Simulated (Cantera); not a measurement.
An adiabatic, constant-volume homogeneous reactor starts with 5.11 % CO, 0.230 % H2, 1.48 % CH4, 17.6 % O2, 66.4 % N2, 9.19 % H2O, at 1348 K and 2800000 Pa.

Model: GRI-Mech 3.0 (53 species, 325 reactions), integrated in Cantera. The pressure lies above the range GRI-Mech 3.0 was tuned for (to about 10 atm).

Task: Predict: time of steepest temperature rise; temperature at 2.00 s; equilibrium temperature; x(CO) at 2.00 s; x(H2) at 2.00 s; x(O) at 2.00 s.

Result: 
| Quantity | Value |
|---|---|
| time of steepest temperature rise | 0.141 ms |
| temperature at 2.00 s | 2195 K |
| equilibrium temperature | 2195 K |
| x(CO) at 2.00 s | 0.000172 (gas-phase equilibrium 0.000172) |
| x(H2) at 2.00 s | 6.11e-5 (gas-phase equilibrium 6.11e-5) |
| x(O) at 2.00 s | 0.000136 (gas-phase equilibrium 0.000136) |
